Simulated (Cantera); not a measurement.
**Adiabatic ignition**

An adiabatic, constant-volume homogeneous reactor starts with CO : H2 : O2 : N2 = 1 : 0.34 : 1.2 : 5.29 (molar parts), equivalence ratio 0.56, at 1675 K and 470000 Pa.

Computed with Cantera and GRI-Mech 3.0 (53 species, 325 reactions). The hydrogen kinetics of GRI-Mech 3.0 are dated; newer H2 mechanisms differ, most at raised pressure.

| t (s) | T (K) | P (bar) | x CO | x H2 | x O2 | x NO | x HO2 |
|---|---|---|---|---|---|---|---|
| 9.00e-6 | 2294 | 6.22 | 0.0624 | 0.00337 | 0.0901 | 7.11e-5 | 2.85e-5 |
| 2.28e-5 | 2710 | 7.17 | 0.0373 | 0.00191 | 0.0833 | 0.000585 | 1.32e-5 |
| 5.77e-5 | 2844 | 7.46 | 0.0271 | 0.00136 | 0.0795 | 0.00256 | 1.56e-5 |
| 0.000146 | 2842 | 7.45 | 0.0265 | 0.00133 | 0.0772 | 0.00701 | 1.52e-5 |
| 0.000370 | 2831 | 7.41 | 0.0261 | 0.00131 | 0.0737 | 0.0141 | 1.44e-5 |
| 0.000936 | 2822 | 7.39 | 0.0257 | 0.00130 | 0.0710 | 0.0198 | 1.38e-5 |
| 0.00237 | 2821 | 7.38 | 0.0256 | 0.00130 | 0.0704 | 0.0209 | 1.37e-5 |
| 0.00600 | 2820 | 7.38 | 0.0256 | 0.00130 | 0.0704 | 0.0209 | 1.37e-5 |
| 0.0152 | 2820 | 7.38 | 0.0256 | 0.00130 | 0.0704 | 0.0209 | 1.37e-5 |
| 0.0385 | 2820 | 7.38 | 0.0256 | 0.00130 | 0.0704 | 0.0209 | 1.37e-5 |
| 0.0974 | 2820 | 7.38 | 0.0256 | 0.00130 | 0.0704 | 0.0209 | 1.37e-5 |
| 0.246 | 2820 | 7.38 | 0.0256 | 0.00130 | 0.0704 | 0.0209 | 1.37e-5 |
| 0.624 | 2820 | 7.38 | 0.0256 | 0.00130 | 0.0704 | 0.0209 | 1.37e-5 |
| 1.58 | 2820 | 7.38 | 0.0256 | 0.00130 | 0.0704 | 0.0209 | 1.37e-5 |
| 4.00 | 2820 | 7.38 | 0.0256 | 0.00130 | 0.0704 | 0.0209 | 1.37e-5 |
x: mole fraction; the columns are a selection and need not sum to one.

```
Item                                                                Result
---------------------------------  ---------------------------------------
time of steepest temperature rise                                  3.65 µs
temperature at 4.00 s                                               2820 K
equilibrium temperature                                             2820 K
x(CO) at 4.00 s                      0.0256 (gas-phase equilibrium 0.0256)
x(H2) at 4.00 s                    0.00130 (gas-phase equilibrium 0.00130)
x(O2) at 4.00 s                      0.0704 (gas-phase equilibrium 0.0704)
```
